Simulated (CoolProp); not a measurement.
Vapour-liquid equilibrium of R143a (1) + R152A (2) at 11.9 bar; x and y are mole fractions of (1).

The numbers come from the multi-fluid Helmholtz-energy mixture model, Lemmon and Jacobsen 2000 and Outcalt 1996; pair parameters Bell 2016 in CoolProp.

| x | bubble temperature, mixture model (K) | bubble temperature, Raoult's law (K) | y, mixture model | y, Raoult's law |
|---|---|---|---|---|
| 0.05 | 321.3 | 321.7 | 0.089 | 0.094 |
| 0.125 | 318.3 | 319.0 | 0.207 | 0.221 |
| 0.2 | 315.5 | 316.5 | 0.311 | 0.333 |
| 0.275 | 312.9 | 314.1 | 0.403 | 0.432 |
| 0.35 | 310.6 | 311.8 | 0.486 | 0.521 |
| 0.425 | 308.5 | 309.6 | 0.560 | 0.601 |
| 0.5 | 306.5 | 307.5 | 0.629 | 0.672 |
| 0.575 | 304.7 | 305.6 | 0.693 | 0.736 |
| 0.65 | 302.9 | 303.7 | 0.753 | 0.794 |
| 0.725 | 301.3 | 301.9 | 0.809 | 0.846 |
| 0.8 | 299.8 | 300.2 | 0.864 | 0.894 |
| 0.875 | 298.3 | 298.5 | 0.916 | 0.937 |
| 0.95 | 296.8 | 296.9 | 0.967 | 0.976 |

The largest gap from Raoult's law is -1.2 K in bubble temperature, at x = 0.35. No azeotrope shows between x = 0.05 and 0.95.

Pair parameters are fitted to limited data, so mixtures are less certain than the pure fluids.
